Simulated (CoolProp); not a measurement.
Saturation properties of acetone (Tc = 508.1 K, pc = 46.92 bar, ω = 0.307).

The numbers come from the reference Helmholtz-energy equation of state, Lemmon 2006 in CoolProp. It is a short technical equation, of lower accuracy than the large ones.

| T (K) | p (bar) | liquid density (kg/m³) | vapour Z |
|---|---|---|---|
| 362.7 | 2.822 | 707.6 | 0.9036 |
| 371.3 | 3.549 | 696.3 | 0.8892 |
| 379.9 | 4.413 | 684.7 | 0.8735 |
| 388.6 | 5.442 | 672.5 | 0.8560 |
| 397.2 | 6.630 | 660.1 | 0.8373 |
| 405.9 | 8.021 | 647.0 | 0.8168 |
| 414.5 | 9.604 | 633.5 | 0.7947 |
| 423.1 | 11.41 | 619.3 | 0.7709 |
| 431.8 | 13.49 | 604.2 | 0.7447 |
| 440.4 | 15.82 | 588.4 | 0.7166 |
| 449.1 | 18.47 | 571.3 | 0.6857 |
| 457.7 | 21.41 | 553.0 | 0.6524 |
| 466.3 | 24.69 | 533.0 | 0.6156 |

It boils at 329.2 K under 1 atm.
